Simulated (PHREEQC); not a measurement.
## Buffer

Consider water at 70 °C with 0.003 mol NH4Cl, 0.0088 mol KOH and 0.013 mol NaCl per kg of water. Closed to the air; pH follows from the charge balance.

Equilibrium calculation in PHREEQC: ion-association model, phreeqc.dat.

No solid was allowed to form.

Task: Estimate the pH.

Result: pH 10.49.

Species that the database lacks are ignored. Away from 25 °C the constants follow the database's enthalpies or fits; those with neither stay at their 25 °C values.
